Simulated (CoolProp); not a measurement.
Saturated liquid density (kg/m³) of ammonia: the reference equation beside estimates from Tc = 405.6 K, pc = 11.36 MPa, ω = 0.256. Rackett uses Z = 0.29056 − 0.08775 ω.

Computed with CoolProp (reference Helmholtz-energy equation of state, Gao 2020).

| T (K) | reference | Rackett | van der Waals | Redlich-Kwong | Peng-Robinson |
|---|---|---|---|---|---|
| 266.2 | 648.0 | 564.7 | 339.6 | 496.0 | 581.3 |
| 271.4 | 641.0 | 558.8 | 336.1 | 490.0 | 575.2 |
| 276.5 | 634.1 | 552.9 | 332.7 | 484.0 | 569.0 |
| 281.7 | 626.8 | 546.8 | 329.1 | 477.6 | 562.4 |
| 286.9 | 619.5 | 540.6 | 325.4 | 471.1 | 555.7 |
| 292 | 612.1 | 534.4 | 321.8 | 464.6 | 548.8 |
| 297.2 | 604.4 | 527.9 | 317.9 | 457.7 | 541.5 |
| 302.4 | 596.5 | 521.3 | 313.9 | 450.6 | 533.8 |
| 307.5 | 588.6 | 514.7 | 309.9 | 443.4 | 526.1 |
| 312.7 | 580.3 | 507.8 | 305.8 | 435.9 | 517.8 |
| 317.9 | 571.8 | 500.7 | 301.4 | 428.1 | 509.2 |
| 323.1 | 563.1 | 493.4 | 297.0 | 420.1 | 500.2 |

Absolute difference from the reference over all 12 rows, mean and median: Rackett 12.7 and 12.7 %, van der Waals 47.4 and 47.4 %, Redlich-Kwong 24.3 and 24.2 %, Peng-Robinson 10.5 and 10.4 %.
